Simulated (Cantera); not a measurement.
An adiabatic, constant-volume homogeneous reactor starts with H2 : O2 : N2 : H2O = 1 : 0.417 : 1.57 : 0.069 (molar parts), equivalence ratio 1.2, at 1775 K and 750 Torr.

Cantera simulation using GRI-Mech 3.0 (53 species, 325 reactions); the numbers are that mechanism's predictions, not measurements. Above 3000 K some thermodynamic fits are extrapolated.

Task: Predict: time of steepest temperature rise; temperature at 4.00 s; equilibrium temperature; x(H2) at 4.00 s; x(O2) at 4.00 s; x(H2O) at 4.00 s; x(N2O) at 4.00 s; x(OH) at 4.00 s; x(HO2) at 4.00 s.

Result: 
- time of steepest temperature rise: 6.20 µs
- temperature at 4.00 s: 3027 K
- equilibrium temperature: 3027 K
- x(H2) at 4.00 s: 0.0954 (gas-phase equilibrium 0.0954)
- x(O2) at 4.00 s: 0.0101 (gas-phase equilibrium 0.0101)
- x(H2O) at 4.00 s: 0.244 (gas-phase equilibrium 0.244)
- x(N2O) at 4.00 s: 5.42e-7 (gas-phase equilibrium 5.42e-7)
- x(OH) at 4.00 s: 0.0368 (gas-phase equilibrium 0.0368)
- x(HO2) at 4.00 s: 8.00e-6 (gas-phase equilibrium 8.00e-6)
